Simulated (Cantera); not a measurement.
An adiabatic, constant-volume homogeneous reactor starts with 7.39 % CH₃OH, 18.8 % O₂, 71.3 % N₂, 2.51 % H₂O, equivalence ratio 0.59, at 1598 K and 3750 Torr.

Model: GRI-Mech 3.0 (53 species, 325 reactions), integrated in Cantera. GRI-Mech 3.0 was tuned for natural gas; its chemistry of methanol as a main component is partial and can be far from experiment.

### Question
Predict: time of steepest temperature rise; temperature at 2.00 s; equilibrium temperature; x(O₂) at 2.00 s; x(H₂O) at 2.00 s.

### Answer
| Item | Result |
|---|---|
| time of steepest temperature rise | 23.1 µs |
| temperature at 2.00 s | 2787 K |
| equilibrium temperature | 2787 K |
| x(O₂) at 2.00 s | 0.0651 (gas-phase equilibrium 0.0651) |
| x(H₂O) at 2.00 s | 0.151 (gas-phase equilibrium 0.151) |
